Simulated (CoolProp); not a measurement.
A simple Rankine cycle with water: condensing at 295.15 K, boiler at 7.58 MPa, turbine inlet 566.4 K, turbine efficiency 0.9, pump efficiency 0.7, no recuperator. Each further row changes one setting.

The numbers come from the reference Helmholtz-energy equation of state, Wagner 2002 in CoolProp.

```json
[
 {"case": "as stated", "thermal efficiency (%)": "35.6", "net work (kJ/kg)": "952", "heat in (kJ/kg)": "2670", "turbine exit temperature (K)": "295.1", "volume ratio over the turbine": "1430"},
 {"case": "turbine inlet 586.4 K", "thermal efficiency (%)": "35.9", "net work (kJ/kg)": "993", "heat in (kJ/kg)": "2770", "turbine exit temperature (K)": "295.1", "volume ratio over the turbine": "1330"},
 {"case": "condensing temperature 287.15 K", "thermal efficiency (%)": "36.6", "net work (kJ/kg)": "992", "heat in (kJ/kg)": "2710", "turbine exit temperature (K)": "287.1", "volume ratio over the turbine": "2270"},
 {"case": "boiler pressure 5.31 MPa", "thermal efficiency (%)": "34.8", "net work (kJ/kg)": "970", "heat in (kJ/kg)": "2790", "turbine exit temperature (K)": "295.1", "volume ratio over the turbine": "929"},
 {"case": "turbine efficiency 0.8", "thermal efficiency (%)": "31.6", "net work (kJ/kg)": "845", "heat in (kJ/kg)": "2670", "turbine exit temperature (K)": "295.1", "volume ratio over the turbine": "1510"}
]
```

The expansion ends wet for: as stated; turbine inlet 586.4 K; condensing temperature 287.15 K; boiler pressure 5.31 MPa; turbine efficiency 0.8.
